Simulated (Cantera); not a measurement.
A closed system holds: 1 mol Ca(OH)2, 1.1 mol H2O, 0.019 mol H2, equilibrated at 2123 K and 0.320 bar.

Cantera equilibrium calculation (NASA polynomials, part measured and part estimated; ideal gas, pure solids and liquids). Candidate condensed phases: Ca, CaO, Ca(OH)2, H2O; 14 gas species. Rates play no part.

Base state: H2O 0.970, H2 0.0191, OH 0.00550, O2 0.00386, H 0.000877, Ca(OH)2 0.000243, O 0.000179 (mole fractions); condensed: CaO(s).

### Question
What changes in the equilibrium state with this change: H2 from 0.019 to 1.9 mol?

### Answer
```tsv
species	before	after
H2O	0.970	0.523
H2	0.0191	0.472
H	0.000877	0.00436
OH	0.00550	0.000597
Ca(OH)2	0.000243	0.000131
O2	0.00386	1.84e-6
O	0.000179	3.91e-6
CaO(s), mol	0.999	0.999
```

### Question
What changes in the equilibrium state with this change: pressure from 0.320 bar to 0.133 bar?

### Answer
```csv
species,before,after
H2O,0.970,0.961
H2,0.0191,0.0239
OH,0.00550,0.00755
Ca(OH)2,0.000243,0.000241
O,0.000179,0.000341
H,0.000877,0.00152
O2,0.00386,0.00583
"CaO(s), mol",0.999,0.999
```
